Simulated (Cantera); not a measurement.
Feed: 1 mol Si(CH3)4, 0.51 mol C3H8, 7.3 mol H2, at 133 Pa.

Equilibrium computed with Cantera from the NASA thermochemical tables; the gas is ideal and each condensed phase is pure. Candidate condensed phases: C, C6H6, C7H8, C8H18, Si, SiC; 87 gas species. Gases not in the tables: Si2H6 and higher silanes. Equilibrium is a limit: real reactors are often held back by kinetics, nucleation or transport.

Problem. What share of the Si ends up in condensed phases as a function of T (K), at 1673, 1823, 1973, 2123, 2273, 2423, 2573?

Solution. 
```tsv
T (K)	Si condensed (%)	as
1673	100.0	SiC(s)
1823	99.9	SiC(s)
1973	98.0	SiC(s)
2123	79.3	SiC(s)
2273	0.0	-
2423	0.0	-
2573	0.0	-
```
